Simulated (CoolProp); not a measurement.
Properties of sulfur dioxide along the isotherm 251.85 °C (Tc = 157.5 °C, pc = 7887 kPa, ω = 0.256).

Values from CoolProp's reference Helmholtz-energy equation of state, Gao 2016.

```tsv
p (kPa)	phase	isothermal compressibility (1/MPa)	fugacity coefficient
111	gas	9.031	0.9976
172	gas	5.836	0.9963
268	gas	3.753	0.9942
418	gas	2.414	0.9910
651	gas	1.558	0.9860
1010	gas	1.013	0.9784
1580	gas	0.6559	0.9663
2460	gas	0.4303	0.9478
3820	gas	0.2869	0.9197
5950	gas	0.1954	0.8767
9270	supercritical	0.1384	0.8126
14400	supercritical	0.1006	0.7215
22500	supercritical	0.04617	0.6066
35000	supercritical	0.01426	0.5084
```
